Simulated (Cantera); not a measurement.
An adiabatic, constant-pressure homogeneous reactor starts with CH₄ : O₂ : N₂ : H₂O = 1 : 4.08 : 15.3 : 0.75 (molar parts), at 1675 K and 17300 Torr. Integrator tolerance rtol = 1e-08.

Computed with Cantera and GRI-Mech 3.0 (53 species, 325 reactions). The pressure lies above the range GRI-Mech 3.0 was tuned for (to about 10 atm).

Q: What does this change do: 0.72 parts CO2 added?

A: 
| quantity | before | after |
|---|---|---|
| time of steepest temperature rise | 18.5 µs | 19.4 µs |
| temperature at 6.00 s | 2551 K | 2512 K |
| equilibrium temperature | 2551 K | 2512 K |
| x(CH₄) at 6.00 s | <1e-12 (gas-phase equilibrium <1e-12) | <1e-12 (gas-phase equilibrium <1e-12) |
| x(O₂) at 6.00 s | 0.0890 (gas-phase equilibrium 0.0890) | 0.0871 (gas-phase equilibrium 0.0871) |
| x(H₂O) at 6.00 s | 0.125 (gas-phase equilibrium 0.125) | 0.122 (gas-phase equilibrium 0.122) |
| x(H₂) at 6.00 s | 0.000670 (gas-phase equilibrium 0.000670) | 0.000544 (gas-phase equilibrium 0.000544) |
| x(CO₂) at 6.00 s | 0.0456 (gas-phase equilibrium 0.0456) | 0.0763 (gas-phase equilibrium 0.0763) |
| x(C₂H₄) at 6.00 s | <1e-12 (gas-phase equilibrium <1e-12) | <1e-12 (gas-phase equilibrium <1e-12) |
| x(CH₂O) at 6.00 s | 9.52e-12 (gas-phase equilibrium 9.52e-12) | 1.07e-11 (gas-phase equilibrium 1.07e-11) |
